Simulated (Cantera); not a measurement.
What does this Cantera script print?

```python
import numpy as np
import cantera as ct

gas_names = [...]  # 115 gases of nasa_gas.yaml made of C, Ca, H, O
cond_names = """
    C(gr) C6H6(L) C7H8(L) C8H18(L),n-octa Ca(a) Ca(b) Ca(L) CaCO3(caL) CaO(s) CaO(L) CaO2H2(s) H2O(s)
    H2O(L)
""".split()


# ... load() reads the species with a 1 bar reference pressure and builds the phases ...
atoms = {
    'Ca(OH)2': {'Ca': 1, 'O': 2, 'H': 2},
    'C': {'C': 1},
    'H2': {'H': 2},
}
top_T = {'C(gr)': 4500}  # K; cautious upper limits of use, not melting points


# ... equilibrate(T, P, feed) seeds the gas with the atoms and calls Mixture.equilibrate('TP', solver="vcs", rtol=1e-11, max_steps=5000) ...
results = []
feed = {'Ca(OH)2': 1, 'C': 0.45, 'H2': 0.67}  # mol
T = 1775  # K
P = 10000  # Pa
mix = equilibrate(T, P, feed)
results.append((T, P, feed, dict(zip(mix.species_names, mix.species_moles))))
x = sorted(zip(gas.X, gas.species_names), reverse=True)
print(f"T = {T:g} K  P = {P:g} Pa  gas = {mix.phase_moles(0):.4g} mol")
print("   x: " + "  ".join(f"{s} {v:.3e}" for v, s in x if v > 1e-06))
print("   condensed (mol): " + ("  ".join(f"{mix.phase(i).name} {mix.phase_moles(i):.4g}"
      for i in range(1, mix.n_phases) if mix.phase_moles(i) > 1e-12) or "none"))
```

Output:

```
T = 1775 K  P = 10000 Pa  gas = 2.121 mol
   x: H2 5.498e-01  H2O 2.373e-01  CO 1.901e-01  CO2 2.205e-02  H 6.787e-04  OH 1.824e-05  CaO2H2 3.340e-06
   condensed (mol): CaO(s) 1
```

These are equilibrium values from Cantera (NASA tables, ideal gas, pure condensed phases), not measurements of a reactor.
